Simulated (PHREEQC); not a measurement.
FeCl3 is added in steps, without added water, to 1 kg of water holding 0.016 mol/kgw KOH, 0.028 mol/kgw NaAlO2 and 0.0019 mol/kgw K2CO3, at 25 °C. Oxygen alone is held at its pressure in air (log pO2 = -0.68). CO2 from the air is kept out. Only these solids could form: Al(OH)3(a), Fe(OH)3(a), Halite, Nahcolite, Natron.

Base run: PHREEQC, ion-association model, wateq4f.dat. Each further column changes one thing. The table gives pH.

```csv
FeCl3 added (mol),base,K2CO3 replaced by K2SO4 at the same molality,NaAlO2 from 0.028 to 0.014 mol/kgw,NaAlO2 left out,no solid may form
0,12.11,12.11,12.13,12.14,12.11
0.00525,10.67,10.31,?,10.74,8.79
0.00875,10.05,10.03,9.51,2.94,?
0.014,9.33,9.08,4.68,2.80,?
0.01925,4.67,4.67,4.55,2.78,6.39
0.02275,4.58,4.58,4.51,2.77,6.29
0.028,4.52,4.52,3.03,2.59,6.16
0.03325,4.48,4.48,2.90,2.46,6.03
0.03675,4.46,3.82,2.87,?,5.94
0.042,4.44,3.79,2.84,2.33,5.83
```

Task: Fill in the missing entries.

Result: 
- 0.00525, NaAlO2 from 0.028 to 0.014 mol/kgw: 10.70
- 0.00875, no solid may form: 6.95
- 0.014, no solid may form: 6.58
- 0.03675, NaAlO2 left out: 2.40

 In at least one series the solution becomes supersaturated in solids that the run did not let form, among them Al(OH)3(a), Fe(OH)3(a). Solids allowed in the column 'K2CO3 replaced by K2SO4 at the same molality': Al(OH)3(a), Fe(OH)3(a), Jarosite-K, Jarosite-Na, Basaluminite, Halite, Mirabilite, AlumK. Solids allowed in the column 'NaAlO2 left out': Fe(OH)3(a).
